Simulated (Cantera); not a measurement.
What does this Cantera script print?

```python
import numpy as np
import cantera as ct

gas = ct.Solution("gri30.yaml")


def delay(T, t_max=10):
    gas.TPX = T, 260000, {'CH4': 1, 'H2': 0.066, 'O2': 1.69, 'N2': 6.37}
    reactor = ct.IdealGasConstPressureReactor(gas, clone=False)
    net = ct.ReactorNet([reactor])
    net.rtol, net.atol = 1e-8, 1e-16
    while net.time < t_max:
        t_old, T_old = net.time, reactor.T
        net.step()
        if reactor.T > T + 400:  # ignition: a rise of 400 K
            return t_old + (T + 400 - T_old) / (reactor.T - T_old) * (net.time - t_old)
    return np.nan


taus = []
for T in [1450, 1525, 1600, 1675, 1750]:
    taus.append(delay(T))
    print(f"T0 = {T:6g} K   tau = {taus[-1]:.4e} s")

# d ln(tau) / d ln(k), from doubling and halving each rate constant
T, sens = 1525, []
for i in range(gas.n_reactions):
    gas.set_multiplier(2.0, i)
    up = delay(T)
    gas.set_multiplier(0.5, i)
    down = delay(T)
    gas.set_multiplier(1.0, i)
    sens.append((np.log(up / down) / np.log(4.0), gas.reaction(i).equation))
sens.sort(key=lambda x: -abs(x[0]))
print(f"sensitivities at {T} K")
for s, eq in sens[:10]:
    print(f"{s:8.3f}  {eq}")
```

It prints:

```
T0 =   1450 K   tau = 7.2760e-04 s
T0 =   1525 K   tau = 3.5687e-04 s
T0 =   1600 K   tau = 1.8545e-04 s
T0 =   1675 K   tau = 1.0255e-04 s
T0 =   1750 K   tau = 6.0238e-05 s
sensitivities at 1525 K
  -0.490  H + O2 <=> O + OH
   0.399  2 CH3 (+M) <=> C2H6 (+M)
  -0.374  CH3 + O2 <=> CH3O + O
   0.208  CH4 + H <=> CH3 + H2
  -0.180  CH3 + HO2 <=> CH3O + OH
  -0.167  CH3 + O2 <=> CH2O + OH
   0.129  CH4 + OH <=> CH3 + H2O
  -0.109  2 CH3 <=> C2H5 + H
  -0.100  CH3O + O2 <=> CH2O + HO2
  -0.096  CH2O + CH3 <=> CH4 + HCO
```

Cantera simulation using GRI-Mech 3.0 (53 species, 325 reactions); the numbers are that mechanism's predictions, not measurements.
